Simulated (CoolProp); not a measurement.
Aqueous ammonia as a coolant, at -4 °C, 1 atm.

Values from CoolProp's Melinder's fits for secondary coolants.

```json
[
 {"mass %": "6.5", "freezing point (°C)": "-8.2", "Prandtl number": "18.7", "viscosity (mPa s)": "2.26", "cp (kJ/(kg K))": "4.221", "density (kg/m³)": "975.0"},
 {"mass %": "9.2", "freezing point (°C)": "-12.3", "Prandtl number": "19.4", "viscosity (mPa s)": "___", "cp (kJ/(kg K))": "4.224", "density (kg/m³)": "___"},
 {"mass %": "11.9", "freezing point (°C)": "-17.0", "Prandtl number": "20.5", "viscosity (mPa s)": "2.33", "cp (kJ/(kg K))": "4.227", "density (kg/m³)": "957.0"},
 {"mass %": "14.6", "freezing point (°C)": "-22.4", "Prandtl number": "22.0", "viscosity (mPa s)": "2.42", "cp (kJ/(kg K))": "___", "density (kg/m³)": "948.7"},
 {"mass %": "17.3", "freezing point (°C)": "___", "Prandtl number": "___", "viscosity (mPa s)": "2.51", "cp (kJ/(kg K))": "4.233", "density (kg/m³)": "940.8"},
 {"mass %": "20", "freezing point (°C)": "-36.5", "Prandtl number": "24.8", "viscosity (mPa s)": "2.56", "cp (kJ/(kg K))": "4.237", "density (kg/m³)": "933.1"},
 {"mass %": "22.7", "freezing point (°C)": "-45.8", "Prandtl number": "25.5", "viscosity (mPa s)": "2.57", "cp (kJ/(kg K))": "4.241", "density (kg/m³)": "925.7"}
]
```

Question: Fill in the missing entries.

Answer: 
- 9.2, viscosity (mPa s): 2.27
- 9.2, density (kg/m³): 965.8
- 14.6, cp (kJ/(kg K)): 4.230
- 17.3, freezing point (°C): -28.8
- 17.3, Prandtl number: 23.6
